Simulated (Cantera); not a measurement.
Gas mixture: 100 % H₂O, at 0.00750 bar, frozen composition.

Cantera's kinetic-theory transport with the Lennard-Jones parameters of GRI-Mech 3.0, ideal gas; thermal conductivity in the mixture-averaged form. Polar gases are described roughly by these parameters.

One state of this run: ρ (kg/m³) = 0.00102; cp (J/kg/K) = 2681; μ (µPa s) = 56.4; λ (mW/m/K) = 211; Pr = 0.718; D (cm²/s) H₂ = 2140; D (cm²/s) C₂H₂ = 512; D (cm²/s) CO₂ = 506. D: mixture-averaged diffusion coefficient of that species in the mixture.

Problem. Which value of T (K) does it belong to?
(A) 2000
(B) 1600
(C) 600
(D) 1000

Solution. B, 1600
